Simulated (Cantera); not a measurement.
Charge: 1 mol AlCl₃, 1.1 mol N₂, 530 mol H₂, held at 1398.15 K.

Equilibrium computed with Cantera from the NASA thermochemical tables; the gas is ideal and each condensed phase is pure. Candidate condensed phases: Al, AlCl₃, AlN, NH₄Cl; 20 gas species. The tables' values for AlCl₂ are old estimates; treat these amounts as uncertain. Equilibrium is a limit: real reactors are often held back by kinetics, nucleation or transport.

x: gas mole fraction; n: condensed amount in mol.

```csv
P (Pa),x H₂,x HCl,x N₂,x AlCl,x H,n AlN(s)
10,0.992,0.00374,0.00206,0.00186,0.000472,0
37,0.992,0.00373,0.00206,0.00186,0.000246,0
140,0.992,0.00370,0.00206,0.00184,0.000126,0
520,0.992,0.00394,0.00192,0.00151,6.55e-5,…
1900,0.993,0.00481,0.00147,0.000576,3.43e-5,…
7200,0.993,0.00519,0.00127,0.000177,1.76e-5,…
27000,0.993,0.00533,0.00120,4.97e-5,9.09e-6,0.924
100000,0.993,0.00537,0.00118,1.36e-5,4.73e-6,0.946
```

Q: Some entries are withheld; supply them.

A: 
- 520, n AlN(s): 0.154
- 1900, n AlN(s): 0.640
- 7200, n AlN(s): 0.853
